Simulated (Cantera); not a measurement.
Cantera run:

```python
import numpy as np
import cantera as ct

gas_names = """
    F FO FO2 F2 F2O N NF NF2 NF3 NO NO2 NO3 N2 N2O O O2 O3 Si SiF SiF2 SiF3 SiF4 SiN SiO SiO2 Si2 Si2N
    Si3
""".split()
cond_names = """
    Si(cr) Si(L) SiO2(Lqz) SiO2(hqz) SiO2(L) Si2N2O(s) Si3N4(a)
""".split()


def load(file, names, dense=False):
    # The tables refer to 1 bar. Condensed volumes are neglected.
    table = {s.name: s for s in ct.Species.list_from_file(file)}
    out = []
    for n in names:
        d = dict(table[n].input_data)
        d["thermo"] = dict(d["thermo"], **{"reference-pressure": 1e5})
        if dense:
            d["equation-of-state"] = {"model": "constant-volume", "density": "1e6 g/cm^3"}
        out.append(ct.Species.from_dict(d))
    return out


gas = ct.Solution(thermo="ideal-gas", species=load("nasa_gas.yaml", gas_names))
cond = {s.name: ct.Solution(thermo="fixed-stoichiometry", species=[s], name=s.name)
        for s in load("nasa_condensed.yaml", cond_names, dense=True)}
atoms = {
    'SiF4': {'Si': 1, 'F': 4},
    'O2': {'O': 2},
    'N2': {'N': 2},
    'O3': {'O': 3},
}
top_T = {'Si2N2O(s)': 2100, 'Si3N4(a)': 2400}  # K; cautious upper limits of use, not melting points


def equilibrate(T, P, feed):
    n = {}
    for name, mol in feed.items():
        for a, k in atoms[name].items():
            n[a] = n.get(a, 0.0) + k * mol
    gas.TPX = T, P, n
    mass = sum(n.values()) * gas.mean_molecular_weight
    gas.equilibrate("TP")
    valid = [c for c in cond.values() if c.min_temp <= T <= top_T.get(c.name, c.max_temp)]
    mix = ct.Mixture([(gas, mass / gas.mean_molecular_weight)] + [(c, 0.0) for c in valid])
    mix.T, mix.P = T, P
    mix.equilibrate("TP", solver="vcs", rtol=1e-11, max_steps=5000)
    return mix


results = []
feed = {'SiF4': 1, 'O2': 21, 'N2': 120, 'O3': 1.7}  # mol
P = 15000  # Pa
for T in [1150, 1225, 1300, 1375, 1450, 1525, 1600, 1675, 1750, 1825]:
    mix = equilibrate(T, P, feed)
    results.append((T, P, feed, dict(zip(mix.species_names, mix.species_moles))))

top = {s: max(r[3][s] / sum(r[3][g] for g in gas_names) for r in results) for s in gas_names}
cols = sorted((s for s in top if top[s] > 0.001), key=lambda s: -top[s])[:6]
seen = [c for c in cond_names if any(r[3].get(c, 0) > 1e-12 for r in results)]
print("log10 of partial pressures in bar; condensed amounts in mol")
print(f"{'T/K':>10s}" + "".join(f"{s[:9]:>10s}" for s in cols + seen))
for T, P, feed, n in results:
    ng = sum(n[g] for g in gas_names)
    print(f"{T:10.4g}" + "".join(f"{np.log10(max(n[s] / ng * P / 1e5, 1e-99)):10.3f}" for s in cols)
          + "".join(f"{n.get(c, 0):10.4g}" for c in seen))
```

Result:

```
log10 of partial pressures in bar; condensed amounts in mol
       T/K        N2        O2      SiF4        NO SiO2(hqz)   SiO2(L)
      1150    -0.905    -1.612    -2.984    -4.750 2.066e-08         0
      1225    -0.905    -1.612    -2.984    -4.495 1.091e-07         0
      1300    -0.905    -1.612    -2.984    -4.270 4.746e-07         0
      1375    -0.905    -1.613    -2.984    -4.070 1.753e-06         0
      1450    -0.905    -1.613    -2.984    -3.891 5.633e-06         0
      1525    -0.905    -1.614    -2.984    -3.729 1.604e-05         0
      1600    -0.905    -1.614    -2.984    -3.582 4.108e-05         0
      1675    -0.905    -1.615    -2.984    -3.449 9.573e-05         0
      1750    -0.906    -1.616    -2.984    -3.327         0 0.0002057
      1825    -0.906    -1.618    -2.984    -3.216         0 0.0004075
```

These are equilibrium values from Cantera (NASA tables, ideal gas, pure condensed phases), not measurements of a reactor. The tables hold silica as quartz up to 1696 K and as liquid above; real silica turns to tridymite and cristobalite and melts near 1996 K.
